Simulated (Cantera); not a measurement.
Charge: 1 mol Si, 0.012 mol O2, 1.6 mol H2, at 4.40 bar.

These are equilibrium values from Cantera (NASA tables, ideal gas, pure condensed phases), not measurements of a reactor. Candidate condensed phases: H2O, Si, SiO2; 18 gas species. Each liquid is taken as pure. Mutual solubility and eutectic melting of coexisting phases are not modelled. The tables hold silica as quartz up to 1696 K and as liquid above; real silica turns to tridymite and cristobalite and melts near 1996 K. Gases not in the tables: Si2H6 and higher silanes. Equilibrium is a limit: real reactors are often held back by kinetics, nucleation or transport. All values below are at 1723 K.

Base state: H2 0.996, SiO 0.00382, H 8.68e-5, H2O 2.69e-5, SiH2 1.69e-5 (mole fractions); condensed: Si(l) + SiO2(condensed).

**Question.** What changes in the equilibrium state with this change: Si replaced by Si3N4?

**Answer.** 
| species | before | after |
|---|---|---|
| H2 | 0.996 | 0.995 |
| N2 | 0 | 0.00498 |
| H | 8.68e-5 | 8.67e-5 |
| SiO | 0.00382 | 9.97e-6 |
| NH3 | 0 | 1.06e-5 |
| H2O | 2.69e-5 | 3.09e-7 |
| SiH2 | 1.69e-5 | 3.83e-6 |
| Si(l), mol | 0.985 | 0 |
| SiO2(condensed), mol | 0.00891 | 0 |
| Si2N2O(s), mol | 0 | 0.0240 |
| Si3N4(s), mol | 0 | 0.984 |
Further candidate phases: Si2N2O, Si3N4.
